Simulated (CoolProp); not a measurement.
R227EA along the isobar 8.67 MPa: density (kg/m³) from the reference equation and from simpler models built on Tc = 374.9 K, pc = 2.925 MPa, ω = 0.358; each cubic takes its own stable root.

Model: reference Helmholtz-energy equation of state, Lemmon 2016, in CoolProp.

```
T (K)          phase  reference
-----  -------------  ---------
166.1         liquid       1836
182.3         liquid       1791
198.6         liquid       1746
214.9         liquid       1700
231.2         liquid       1653
247.4         liquid       1605
263.7         liquid       1555
280           liquid       1503
296.3         liquid       1448
312.5         liquid       1392
328.8         liquid       1331
345.1         liquid       1265
361.3         liquid       1193
377.6  supercritical       1113
393.9  supercritical       1023
```

How far does each simpler model (van der Waals, Redlich-Kwong, Soave-Redlich-Kwong, Peng-Robinson) lie from the reference over these 15 states: mean and median of the absolute difference, and the worst?


- van der Waals: mean 34.7 %, median 36.0 %, worst -39.7 % at 166.1 K and 8.67 MPa
- Redlich-Kwong: mean 10.7 %, median 10.7 %, worst -11.5 % at 166.1 K and 8.67 MPa
- Soave-Redlich-Kwong: mean 8.4 %, median 8.0 %, worst -11.5 % at 393.9 K and 8.67 MPa
- Peng-Robinson: mean 3.1 %, median 3.5 %, worst +4.7 % at 280 K and 8.67 MPa
